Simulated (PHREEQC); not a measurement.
A made-up water analysis in mg/L, 55 °C, pH 6.26, pe 1.8:

```csv
constituent,mg/L
Na,5710
K,387
Ca,354
Mg,90
Cl,9290
S(6) as SO4,1290
Alkalinity as HCO3,0.0227
Li,1.63
```

Cl is adjusted to close the charge balance.
Valence states are taken as typed.

Computed with PHREEQC (ion-association model, phreeqc.dat).

This is a speciation only: nothing precipitates in the calculation.

Order these S species by the share of S that they hold, largest first: CaSO4, MgSO4, NaSO4-, KSO4-, SO4-2.

SO4-2 (64 %), NaSO4- (22 %), CaSO4 (6.6 %), MgSO4 (5.8 %), KSO4- (1.6 %)

Order these C species by the share of C that they hold, largest first: CO2, NaHCO3, HCO3-, MgHCO3+, CaHCO3+.

HCO3- (55 %), CO2 (39 %), NaHCO3 (3.1 %), CaHCO3+ (1.9 %), MgHCO3+ (0.74 %)

The ionic strength is 0.302 mol/kgw. Species that the database lacks are ignored. Constants without temperature data keep their 25 °C values here.
